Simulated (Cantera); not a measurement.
A closed system holds: 1 mol PH₃, 7.4 mol H₂, equilibrated at 848.15 K and 1.00 bar.

Equilibrium computed with Cantera from the NASA thermochemical tables; the gas is ideal and each condensed phase is pure. Candidate condensed phases: P; 7 gas species. Equilibrium is a limit: real reactors are often held back by kinetics, nucleation or transport.

Base state: H₂ 0.972, P₄ 0.0271, PH₃ 0.000745, P₂ 0.000160 (mole fractions); condensed: gas only.

### Question
What changes in the equilibrium state with this change: pressure from 1.00 bar to 0.0100 bar?

### Answer
| species | before | after |
|---|---|---|
| H₂ | 0.972 | 0.972 |
| P₄ | 0.0271 | 0.0265 |
| P₂ | 0.000160 | 0.00158 |
| PH₃ | 0.000745 | 2.34e-5 |
